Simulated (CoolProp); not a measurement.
Vapour pressure (MPa) of cyclohexane: the reference equation beside estimates from Tc = 553.6 K, pc = 4.081 MPa, ω = 0.209.

Values from CoolProp's reference Helmholtz-energy equation of state, Zhou 2014.

```tsv
T (K)	reference	Lee-Kesler	Redlich-Kwong	Soave-Redlich-Kwong	Peng-Robinson
408.1	0.4042	0.4050	0.5441	0.4052	0.4020
415.3	0.4711	0.4721	0.6235	0.4726	0.4683
422.5	0.5459	0.5472	0.7108	0.5483	0.5427
429.7	0.6292	0.6307	0.8063	0.6326	0.6256
436.9	0.7216	0.7231	0.9103	0.7262	0.7177
444.1	0.8236	0.8252	1.023	0.8297	0.8196
451.3	0.9359	0.9374	1.146	0.9437	0.9320
458.5	1.059	1.060	1.278	1.069	1.055
465.7	1.194	1.195	1.420	1.206	1.191
472.9	1.340	1.341	1.572	1.355	1.338
480	1.498	1.498	1.732	1.515	1.497
487.2	1.671	1.671	1.906	1.691	1.672
494.4	1.858	1.858	2.091	1.882	1.861
```

Absolute difference from the reference over all 13 rows, mean and median: Lee-Kesler 0.1 and 0.2 %, Redlich-Kwong 22.9 and 22.4 %, Soave-Redlich-Kwong 0.8 and 0.8 %, Peng-Robinson 0.4 and 0.4 %.
